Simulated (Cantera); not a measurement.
Charge: 1 mol CuF2, 0.1 mol H2, held at 13.3 mbar.

Equilibrium computed with Cantera from the NASA thermochemical tables; the gas is ideal and each condensed phase is pure. Candidate condensed phases: Cu, CuF2; 15 gas species. Kinetics and transport are ignored.

x: gas mole fraction; nothing condenses.

| T (K) | x CuF2 | x CuF | x F | x HF |
|---|---|---|---|---|
| 1598 | 0.653 | 0.173 | 0.00816 | 0.165 |
| 1698 | 0.615 | [?] | [?] | 0.162 |
| 1798 | [?] | [?] | [?] | 0.153 |
| 1898 | 0.400 | 0.300 | 0.160 | 0.140 |
| 1998 | 0.259 | 0.370 | 0.245 | 0.126 |
| 2098 | 0.145 | 0.427 | 0.313 | 0.114 |
| 2198 | 0.0738 | 0.460 | 0.357 | 0.107 |

### Question
Fill in the missing entries.

### Answer

- 1698, x CuF: 0.192
- 1698, x F: 0.0309
- 1798, x CuF2: 0.530
- 1798, x CuF: 0.235
- 1798, x F: 0.0823
